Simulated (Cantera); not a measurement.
Feed: 1 mol Si, 0.33 mol H₂O, 36 mol N₂, equilibrated at 0.0430 bar.

These are equilibrium values from Cantera (NASA tables, ideal gas, pure condensed phases), not measurements of a reactor. Candidate condensed phases: H₂O, Si, SiO₂, Si₂N₂O, Si₃N₄; 35 gas species. N₂ is the only nitrogen source here; it is nearly inert below about 1500 K, so the nitride shown seldom forms there in practice. Mutual solubility and eutectic melting of coexisting phases are not modelled. Kinetics and transport are ignored. All values below are at 1250 K.

Base state: N₂ 0.991, H₂ 0.00922 (mole fractions); condensed: Si₂N₂O(s) + Si₃N₄(s).

Q: What changes in the equilibrium state with this change: H₂O from 0.33 to 0.071 mol?

A: 
```csv
species,before,after
N₂,0.991,0.998
H₂,0.00922,0.00200
"Si₂N₂O(s), mol",0.330,0.0710
"Si₃N₄(s), mol",0.113,0.286
```
